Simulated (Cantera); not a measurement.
A jet of 7.99 % CH₄, 12.1 % O₂, 79.9 % N₂, equivalence ratio 1.3 at 300 K and 11000 Pa hits a platinum plate 6.9 cm away at a mass flux of 0.15 kg/m²/s; the plate temperature is set and raised in steps from an oxygen-covered start.

Model: Deutschmann's 1995 Pt surface mechanism with GRI-Mech 3.0 gas chemistry, integrated in Cantera. Catalytic surfaces can have several steady states; this one follows from the mechanism file's or the stated starting coverage.

x: mole fraction at the wall; θ: surface coverage.

| plate T (K) | wall x CH₄ | wall x O₂ | wall x H₂O | wall x OH | wall x CO | wall x CO₂ | θ free Pt | θ H* | θ CO* | θ C* |
|---|---|---|---|---|---|---|---|---|---|---|
| 850 | 0.0203 | [?] | 0.110 | <1e-8 | 0.0278 | 0.0407 | 0.441 | 4.15e-5 | 0.556 | 0.00254 |
| 900 | 0.0150 | [?] | 0.119 | <1e-8 | 0.0452 | 0.0265 | 0.528 | 0.000123 | 0.467 | 0.00492 |
| 950 | 0.0108 | [?] | 0.125 | <1e-8 | 0.0590 | 0.0152 | 0.635 | 0.000350 | 0.356 | 0.00926 |
| 1000 | 0.00798 | [?] | 0.128 | <1e-8 | 0.0661 | 0.0103 | 0.745 | 0.000785 | 0.242 | 0.0126 |
| 1050 | 0.00633 | [?] | 0.126 | <1e-8 | 0.0666 | 0.0117 | 0.842 | 0.00114 | 0.148 | 0.00885 |
| 1100 | 0.00550 | [?] | 0.122 | <1e-8 | 0.0637 | 0.0161 | 0.910 | 0.00130 | 0.0839 | 0.00460 |

Problem. Complete the blanks.

Solution. 
- 850, wall x O₂: 0.00849
- 900, wall x O₂: 0.00642
- 950, wall x O₂: 0.00476
- 1000, wall x O₂: 0.00367
- 1050, wall x O₂: 0.00304
- 1100, wall x O₂: 0.00274
